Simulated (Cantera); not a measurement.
Mixture: CH₄ : O₂ : N₂ = 1 : 2.56 : 9.64 (molar parts), equivalence ratio 0.78, at 10.0 bar, adiabatic and at constant pressure. Ignition delay is the time to a rise of 400 K.

Model: GRI-Mech 3.0 (53 species, 325 reactions), integrated in Cantera.

Q: What does this change do: N2 9.64 to 6.6 parts?

A: 
```json
[
 {"quantity": "delay at 1150 K", "before": "8.01 ms", "after": "5.92 ms"},
 {"quantity": "delay at 1250 K", "before": "2.32 ms", "after": "1.69 ms"},
 {"quantity": "delay at 1350 K", "before": "0.759 ms", "after": "0.549 ms"},
 {"quantity": "delay at 1450 K", "before": "0.274 ms", "after": "0.199 ms"},
 {"quantity": "apparent activation energy between 1400 and 1500 K", "before": "170 kJ/mol", "after": "170 kJ/mol"}
]
```

Q: What does this change do: constant volume in place of constant pressure?

A: 
```json
[
 {"quantity": "delay at 1150 K", "before": "8.01 ms", "after": "7.71 ms"},
 {"quantity": "delay at 1250 K", "before": "2.32 ms", "after": "2.21 ms"},
 {"quantity": "delay at 1350 K", "before": "0.759 ms", "after": "0.717 ms"},
 {"quantity": "delay at 1450 K", "before": "0.274 ms", "after": "0.257 ms"},
 {"quantity": "apparent activation energy between 1400 and 1500 K", "before": "170 kJ/mol", "after": "170 kJ/mol"}
]
```
